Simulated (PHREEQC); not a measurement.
Dissolve 0.015 mol Fe2(SO4)3 per kg of water at 27 °C. It is in equilibrium with CO2 at log p = -1 (atm). Otherwise closed; pH follows from the charge balance.

Model: ion-association model, phreeqc.dat, run in PHREEQC.

Each row changes one thing in this solution. This is a speciation only: nothing precipitates in the calculation.

| case | pH | ionic strength (mol/kgw) | SO4-2 (mol/kgw) | HSO4- (mol/kgw) | HCO3- (mol/kgw) | (CO2)2 (mol/kgw) |
|---|---|---|---|---|---|---|
| as made | 2.72 | 0.0599 | 0.0150 | 0.00158 | 9.38e-7 | 2.01e-7 |
| temperature from 27 to 15 °C | 2.78 | 0.0597 | 0.0151 | ? | ? | 2.65e-7 |
| Fe2(SO4)3 replaced by MnSO4 at the same molality | 4.42 | 0.0411 | 0.0103 | 2.32e-5 | 4.60e-5 | 2.02e-7 |
| 0.0015 mol/kgw KCl added | 2.71 | 0.0617 | 0.0151 | 0.00158 | 9.32e-7 | 2.01e-7 |
| temperature from 27 to 65 °C | 2.56 | 0.0671 | 0.0152 | 0.00549 | 3.51e-7 | 1.21e-7 |
| Fe2(SO4)3 from 0.015 to 0.0165 mol/kgw | 2.71 | 0.0650 | 0.0162 | ? | 9.16e-7 | 2.01e-7 |
| Fe2(SO4)3 from 0.015 to 0.03 mol/kgw | 2.62 | ? | 0.0260 | 0.00297 | 7.76e-7 | 1.99e-7 |
| 0.0076 mol/kgw CO2 added | 2.72 | 0.0599 | 0.0150 | 0.00158 | 9.38e-7 | 2.01e-7 |

Q: Some entries are withheld; supply them.

A: 
- temperature from 27 to 15 °C, HSO4- (mol/kgw): 0.00108
- temperature from 27 to 15 °C, HCO3- (mol/kgw): 1.27e-6
- Fe2(SO4)3 from 0.015 to 0.0165 mol/kgw, HSO4- (mol/kgw): 0.00172
- Fe2(SO4)3 from 0.015 to 0.03 mol/kgw, ionic strength (mol/kgw): 0.109

Some of these states are supersaturated (in Hematite (slow to form), Goethite (slow to form), Jarosite-K, for instance). Constants without temperature data keep their 25 °C values here.
